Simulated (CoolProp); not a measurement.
The numbers come from the reference Helmholtz-energy equation of state, Thol 2014 in CoolProp.

Task: For diethyl ether, give the phase and the density (kg/m³), cv (kJ/(kg K)), isothermal compressibility (1/MPa), expansivity (1/kK) at 438.2 K and 4.5 MPa; 450.4 K and 4.5 MPa; 511.4 K and 4.5 MPa.

Result: 
- 438.2 K and 4.5 MPa: liquid; density 508, cv 2.13, isothermal compressibility 0.0190, expansivity 4.57
- 450.4 K and 4.5 MPa: liquid; density 477, cv 2.18, isothermal compressibility 0.0309, expansivity 6.05
- 511.4 K and 4.5 MPa: supercritical; density 130, cv 2.32, isothermal compressibility 0.411, expansivity 9.85
